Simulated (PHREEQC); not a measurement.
Solution (25 °C): 0.0057 mol/kgw HF, 5.2e-05 mol/kgw NH4F and 7.7e-05 mol/kgw H2SO4. Closed to the air; pH follows from the charge balance.

Equilibrium calculation in PHREEQC: ion-association model, wateq4f.dat.

```csv
quantity,before,after
pH,2.77,2.84
ionic strength (mol/kgw),0.00188,0.00164
HF (mol/kgw),0.00397,0.00425
F- (mol/kgw),0.00165,0.00140
H2F2 (mol/kgw),4.11e-5,2.23e-5
HF2- (mol/kgw),2.51e-5,2.56e-5
```

**Question.** Which change was made?
A. temperature from 25 to 45 °C
B. H2SO4 left out
C. diluted 5-fold with water
D. NH4F from 5.2e-05 to 5.72e-05 mol/kgw

**Answer.** A, temperature from 25 to 45 °C

Precipitation was switched off in this run. Constants without temperature data keep their 25 °C values here.
